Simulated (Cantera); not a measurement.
Input: 1 mol Si₃N₄, 0.015 mol CO₂, 3.9 mol H₂, at 975 K and 1.00 Torr.

Equilibrium computed with Cantera from the NASA thermochemical tables; the gas is ideal and each condensed phase is pure. Candidate condensed phases: C, C₆H₆, C₇H₈, C₈H₁₈, H₂O, Si, SiC, SiO₂, Si₂N₂O, Si₃N₄; 151 gas species. Kinetics and transport are ignored.

Base state: H₂ 0.997, N₂ 0.00256, CH₄ 0.000167 (mole fractions); condensed: C(graphite) + Si₂N₂O(s) + Si₃N₄(s).

### Question
What changes in the equilibrium state with this change: temperature from 975 K to 1725 K?

### Answer
| species | before | after |
|---|---|---|
| H₂ | 0.997 | 0.654 |
| N₂ | 0.00256 | 0.336 |
| SiO | <1e-9 | 0.00474 |
| Si | <1e-9 | 0.000761 |
| CO | <1e-9 | 0.000303 |
| H | 3.13e-8 | 0.00411 |
| SiH | <1e-9 | 3.21e-5 |
| C(graphite), mol | 0.0143 | 0 |
| Si₂N₂O(s), mol | 0.0300 | 0 |
| Si₃N₄(s), mol | 0.980 | 0 |
| Si(l), mol | 0 | 2.95 |
| SiC(s), mol | 0 | 0.0130 |
Mutual solubility and eutectic melting of coexisting phases are not modelled. Gases not in the tables: Si₂H₆ and higher silanes.
